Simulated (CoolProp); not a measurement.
Normal hydrogen at 424.06 K and 3.22 MPa flows at 0.061 m/s in a round tube of 20 mm bore and 45 µm roughness, fully developed (64/Re and Nu = 3.66 if laminar; Colebrook and Gnielinski if turbulent). Each further row changes one setting.

The numbers come from the reference Helmholtz-energy equation of state, Leachman 2009 in CoolProp.

| case | Reynolds number | Darcy friction factor | pressure drop (Pa/m) | heat-transfer coefficient (W/(m² K)) | mass flow (kg/h) |
|---|---|---|---|---|---|
| as stated | 195 | 0.329 | 0.0555 | 44.6 | 0.125 |
| velocity 0.122 m/s | 390 | 0.164 | 0.111 | 44.6 | 0.250 |
| diameter 40 mm | 390 | 0.164 | 0.0139 | 22.3 | 0.501 |

Viscosity comes from a separate model (Muzny 2013). Thermal conductivity comes from a separate model (Assael 2011).
